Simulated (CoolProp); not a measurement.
The fluid at 298.15 K and 0.696 MPa expands adiabatically to 0.0619 MPa with isentropic efficiency 0.85. The same conditions are run with several fluids, on thermodynamics alone (safety and materials aside).

Values from CoolProp's reference Helmholtz-energy equation of state of each fluid (propylene: Lemmon 2013; R125: Lemmon 2005; nitrogen: Span 2000; ethylene: Smukala 2000).

Question: Rank propylene, R125, nitrogen, ethylene by work (kJ/kg), highest first.

Answer: ethylene (137), nitrogen (131), propylene (95.4), R125 (35.4)

| fluid | final temperature (K) | final density (kg/m³) |
|---|---|---|
| propylene | 217.3 | 1.48 |
| R125 | 240.6 | 3.79 |
| nitrogen | 171.1 | 1.22 |
| ethylene | 191.6 | 1.10 |
